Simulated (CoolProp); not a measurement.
CH2F2 (R32) along the isotherm 244 K: density (kg/m³) from the reference equation and from simpler models built on Tc = 351.3 K, pc = 57.83 bar, ω = 0.277; each cubic takes its own stable root.

Model: reference Helmholtz-energy equation of state, Tillner-Roth 1997, in CoolProp.

```
p (bar)   phase  reference
-------  ------  ---------
12       liquid       1151
24.1     liquid       1153
36.1     liquid       1156
48.2     liquid       1159
60.2     liquid       1162
72.3     liquid       1164
84.3     liquid       1167
96.4     liquid       1169
108      liquid       1172
120      liquid       1174
133      liquid       1176
145      liquid       1179
```

How far does each simpler model (van der Waals, Redlich-Kwong) lie from the reference over these 12 states: mean and median of the absolute difference, and the worst?


- van der Waals: mean 47.3 %, median 47.2 %, worst -48.6 % at 244 K and 12 bar
- Redlich-Kwong: mean 24.5 %, median 24.5 %, worst -25.3 % at 244 K and 12 bar
